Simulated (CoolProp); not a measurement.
Vapour-liquid equilibrium of n-octane (1) + o-xylene (2) at 399.2 K; x and y are mole fractions of (1).

Computed with CoolProp (multi-fluid Helmholtz-energy mixture model, Beckmüller 2019 and Zhou 2012; pair parameters Bell 2016).

| x | bubble pressure, mixture model (MPa) | bubble pressure, Raoult's law (MPa) | y, mixture model | y, Raoult's law |
|---|---|---|---|---|
| 0.05 | 0.06330 | 0.06285 | ___ | 0.082 |
| 0.2 | 0.07046 | 0.06911 | 0.303 | 0.297 |
| 0.35 | 0.07709 | 0.07537 | 0.476 | 0.476 |
| 0.5 | 0.08333 | 0.08162 | 0.621 | 0.628 |
| 0.65 | ___ | 0.08788 | 0.748 | 0.758 |
| 0.8 | ___ | 0.09413 | 0.862 | 0.871 |
| 0.95 | ___ | 0.1004 | ___ | 0.970 |

Problem. Some entries are withheld; supply them.

Solution. 
- 0.05, y, mixture model: 0.086
- 0.65, bubble pressure, mixture model (MPa): 0.08928
- 0.8, bubble pressure, mixture model (MPa): 0.09502
- 0.95, bubble pressure, mixture model (MPa): 0.1006
- 0.95, y, mixture model: 0.967

The largest gap from Raoult's law is +2.3 % in bubble pressure, at x = 0.35. No azeotrope shows between x = 0.05 and 0.95.

Pair parameters are fitted to limited data, so mixtures are less certain than the pure fluids.
